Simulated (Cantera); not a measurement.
Feed: 1 mol Fe, 0.5 mol CO, 20 mol H2, held at 2023.15 K and 1.33 mbar.

Cantera equilibrium calculation (NASA polynomials, part measured and part estimated; ideal gas, pure solids and liquids). Candidate condensed phases: C, C6H6, C7H8, C8H18, Fe, Fe(CO)5, FeO, Fe(OH)2, Fe(OH)3, Fe2O3, Fe3O4, H2O; 114 gas species. Rates play no part.

Base state: H2 0.883, H 0.0489, Fe 0.0454, CO 0.0227 (mole fractions); condensed: gas only.

Question: What changes in the equilibrium state with this change: temperature from 2023.15 K to 1425 K?

Answer: 
```csv
species,before,after
H2,0.883,0.975
CO,0.0227,0.0244
H,0.0489,0.000185
Fe,0.0454,2.10e-5
"Fe(γ), mol",0,1.000
```
